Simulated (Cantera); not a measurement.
A closed system holds: 1 mol PbO, 1.5 mol CH4, 0.15 mol CO, equilibrated at 100 Torr.

Method: chemical equilibrium by Gibbs-energy minimisation in Cantera with the NASA 1993 tables (ideal gas, pure condensed phases). Candidate condensed phases: C, C6H6, C7H8, C8H18, H2O, Pb, PbO, PbO2, Pb3O4; 113 gas species. The numbers say what is thermodynamically allowed, not how fast it happens.

Which condensed phases are stable at each of these points (T (K)): 1248, 1448, 1648, 1848, 2048, 2248, 2448?


| T (K) | condensed phases | Pb condensed (%) |
|---|---|---|
| 1248 | C(graphite) + Pb(l) | 95.9 |
| 1448 | C(graphite) + Pb(l) | 49.0 |
| 1648 | C(graphite) | 0.0 |
| 1848 | C(graphite) | 0.0 |
| 2048 | C(graphite) | 0.0 |
| 2248 | C(graphite) | 0.0 |
| 2448 | C(graphite) | 0.0 |

From 1248 K to 1448 K the condensed part is C(graphite) + Pb(l). From 1648 K to 2448 K the condensed part is C(graphite).
